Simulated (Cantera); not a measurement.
Cantera run, input and output.

```python
import numpy as np
import cantera as ct

gas = ct.Solution("SiF4_NH3_mec.yaml", "gas")
gas.TPX = 1675, 3900, {'NH3': 1, 'N2': 5.5}
reactor = ct.IdealGasConstPressureReactor(gas, energy="off", clone=False)
net = ct.ReactorNet([reactor])
net.rtol, net.atol = 1e-08, 1e-18
show = ['NH3', 'NH2', 'H2', 'N2', 'H']
times = np.geomspace(1e-06, 60, 9)

steps = ct.SolutionArray(gas, extra=["t"])
rows = []
print(f"{'t/s':>10s}{'T/K':>9s}{'P/Pa':>11s}" + "".join(f"{s:>11s}" for s in show))
for t in times:
    while net.time < t:
        t_next = net.step()
        steps.append(gas.state, t=t_next)
    rows.append([np.interp(t, steps.t, y) for y in (steps.T, steps.P, *steps(*show).X.T)])
    print(f"{t:10.3e}{rows[-1][0]:9.1f}{rows[-1][1]:11.4g}" + "".join(f"{x:11.3e}" for x in rows[-1][2:]))
rate = np.gradient(steps.T, steps.t)
print("integrator steps:", len(steps.t))
if steps.T.max() > steps.T[0] + 200:
    print(f"time of steepest temperature rise: {steps.t[rate.argmax()]:.4e} s")
gas.TPX = 1675, 3900, {'NH3': 1, 'N2': 5.5}
gas.equilibrate("TP")
print(f"equilibrium (TP): T = {gas.T:.1f} K  " + "  ".join(f"{s} {gas[s].X[0]:.3e}" for s in show))
```

It prints:

```
       t/s      T/K       P/Pa        NH3        NH2         H2         N2          H
 1.000e-06   1675.0       3900  1.538e-01  9.405e-10  2.962e-11  8.462e-01  8.811e-10
 9.381e-06   1675.0       3900  1.538e-01  1.071e-08  2.162e-09  8.462e-01  6.382e-09
 8.801e-05   1675.0       3900  1.538e-01  1.465e-07  6.630e-08  8.462e-01  1.387e-08
 8.257e-04   1675.0       3900  1.538e-01  1.490e-06  7.384e-07  8.462e-01  1.392e-08
 7.746e-03   1675.0       3900  1.538e-01  1.406e-05  7.277e-06  8.461e-01  1.519e-08
 7.267e-02   1675.0       3900  1.535e-01  1.156e-04  2.823e-04  8.461e-01  1.910e-07
 6.817e-01   1675.0       3900  1.468e-01  1.284e-04  9.030e-03  8.440e-01  3.323e-06
 6.396e+00   1675.0       3900  1.028e-01  7.954e-05  6.630e-02  8.308e-01  2.065e-05
 6.000e+01   1675.0       3900  1.454e-02  1.721e-05  1.810e-01  8.043e-01  8.581e-05
integrator steps: 1161
equilibrium (TP): T = 1675.0 K  NH3 1.191e-07  NH2 3.938e-10  H2 1.998e-01  N2 7.999e-01  H 2.646e-04
```

Model: the gas-phase N/H chemistry of the illustrative SiF4/NH3 mechanism in the Surface Chemkin manual (1991), integrated in Cantera. Walls and surfaces, which speed up NH3 decomposition in real reactors, are not modelled.
